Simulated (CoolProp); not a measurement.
Cyclopropane along the isotherm 440.1 K: fugacity coefficient from the reference equation and from simpler models built on Tc = 398.7 K, pc = 56.05 bar, ω = 0.131; each cubic takes its own stable root.

Model: reference Helmholtz-energy equation of state, Polt 1992, in CoolProp. This equation is an older, rougher fit; its heat capacities, sound speeds and derivatives of the liquid may be far off and weren't checked against measurements.

```tsv
p (bar)	phase	reference
10.8	gas	0.9513
21.6	gas	0.9039
32.3	gas	0.8581
43.1	gas	0.8129
53.9	gas	0.7686
64.7	supercritical	0.7249
75.5	supercritical	0.6816
86.2	supercritical	0.6392
97	supercritical	0.5986
108	supercritical	0.5616
119	supercritical	0.5297
129	supercritical	0.5048
140	supercritical	0.4812
```

Q: How far does each simpler model (van der Waals, Redlich-Kwong) lie from the reference over these 13 states: mean and median of the absolute difference, and the worst?

A: 
- van der Waals: mean 1.1 %, median 1.1 %, worst +2.8 % at 440.1 K and 140 bar
- Redlich-Kwong: mean 0.3 %, median 0.2 %, worst +1.3 % at 440.1 K and 140 bar
